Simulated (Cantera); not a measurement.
Cantera run:

```python
import numpy as np
import cantera as ct

gas_names = """
    C CO CO2 C2 C2O C3 C3O2 C4 C5 Fe FeC5O5 FeO O O2 O3
""".split()
cond_names = """
    C(gr) Fe(a) Fe(c) Fe(d) Fe(L) FeC5O5(L) FeO(s) FeO(L) Fe2O3(s) Fe3O4(s)
""".split()


def load(file, names, dense=False):
    # The tables refer to 1 bar. Condensed volumes are neglected.
    table = {s.name: s for s in ct.Species.list_from_file(file)}
    out = []
    for n in names:
        d = dict(table[n].input_data)
        d["thermo"] = dict(d["thermo"], **{"reference-pressure": 1e5})
        if dense:
            d["equation-of-state"] = {"model": "constant-volume", "density": "1e6 g/cm^3"}
        out.append(ct.Species.from_dict(d))
    return out


gas = ct.Solution(thermo="ideal-gas", species=load("nasa_gas.yaml", gas_names))
cond = {s.name: ct.Solution(thermo="fixed-stoichiometry", species=[s], name=s.name)
        for s in load("nasa_condensed.yaml", cond_names, dense=True)}
atoms = {
    'Fe3O4': {'Fe': 3, 'O': 4},
    'CO': {'C': 1, 'O': 1},
    'C': {'C': 1},
}
top_T = {'C(gr)': 4500, 'Fe2O3(s)': 1830, 'Fe3O4(s)': 1870}  # K; cautious upper limits of use, not melting points


def equilibrate(T, P, feed):
    n = {}
    for name, mol in feed.items():
        for a, k in atoms[name].items():
            n[a] = n.get(a, 0.0) + k * mol
    gas.TPX = T, P, n
    mass = sum(n.values()) * gas.mean_molecular_weight
    gas.equilibrate("TP")
    valid = [c for c in cond.values() if c.min_temp <= T <= top_T.get(c.name, c.max_temp)]
    mix = ct.Mixture([(gas, mass / gas.mean_molecular_weight)] + [(c, 0.0) for c in valid])
    mix.T, mix.P = T, P
    mix.equilibrate("TP", solver="vcs", rtol=1e-11, max_steps=5000)
    return mix


results = []
feed = {'Fe3O4': 1, 'CO': 5.6, 'C': 0.76}  # mol
P = 1333.22  # Pa
for T in [998, 1048, 1098, 1148, 1198, 1248, 1298, 1348, 1398, 1448]:
    mix = equilibrate(T, P, feed)
    results.append((T, P, feed, dict(zip(mix.species_names, mix.species_moles))))

top = {s: max(r[3][s] / sum(r[3][g] for g in gas_names) for r in results) for s in gas_names}
cols = sorted((s for s in top if top[s] > 0.0001), key=lambda s: -top[s])[:9]
seen = [c for c in cond_names if any(r[3].get(c, 0) > 1e-12 for r in results)]
print("log10 of partial pressures in bar; condensed amounts in mol")
print(f"{'T/K':>10s}" + "".join(f"{s[:9]:>10s}" for s in cols + seen))
for T, P, feed, n in results:
    ng = sum(n[g] for g in gas_names)
    print(f"{T:10.4g}" + "".join(f"{np.log10(max(n[s] / ng * P / 1e5, 1e-99)):10.3f}" for s in cols)
          + "".join(f"{n.get(c, 0):10.4g}" for c in seen))
```

Result:

```
log10 of partial pressures in bar; condensed amounts in mol
       T/K        CO       CO2     Fe(a)     Fe(c)    FeO(s)
       998    -1.975    -2.564     1.062         0     1.938
      1048    -1.968    -2.592    0.9814         0     2.019
      1098    -1.963    -2.613    0.9224         0     2.078
      1148    -1.959    -2.632    0.8728         0     2.127
      1198    -1.955    -2.649         0    0.8295     2.171
      1248    -1.952    -2.665         0    0.7925     2.207
      1298    -1.949    -2.679         0    0.7585     2.242
      1348    -1.947    -2.693         0    0.7271     2.273
      1398    -1.944    -2.706         0    0.6982     2.302
      1448    -1.942    -2.719         0    0.6713     2.329
```

These are equilibrium values from Cantera (NASA tables, ideal gas, pure condensed phases), not measurements of a reactor. Mutual solubility and eutectic melting of coexisting phases are not modelled. The tables' stoichiometric FeO is somewhat more stable than real wüstite, so its field is too wide. FeO: taken at fixed stoichiometry.
